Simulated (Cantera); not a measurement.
A freely propagating, adiabatic, planar premixed flame of H2 : O2 : N2 = 1 : 0.385 : 1.45 (molar parts), unburnt at 700 K and 10.0 bar; mixture-averaged transport, grid criteria slope 0.08 and curve 0.16, no radiation.

Computed with Cantera and the H2/O2 subset of GRI-Mech 3.0, which has no nitrogen chemistry. The hydrogen kinetics of GRI-Mech 3.0 are dated; newer H2 mechanisms differ, most at raised pressure. Burning velocities carry a grid error of a few per cent, more on coarse grids.

Q: What does this change do: 0.16 parts H2O added?

A: 
```
quantity                     before      after
------------------------  ---------  ---------
laminar burning velocity  1080 cm/s   886 cm/s
thermal thickness         0.0255 mm  0.0247 mm
peak x(H2O2)                8.41e-5   0.000130
peak x(H)                    0.0429     0.0316
peak x(HO2)                 0.00127    0.00152
```
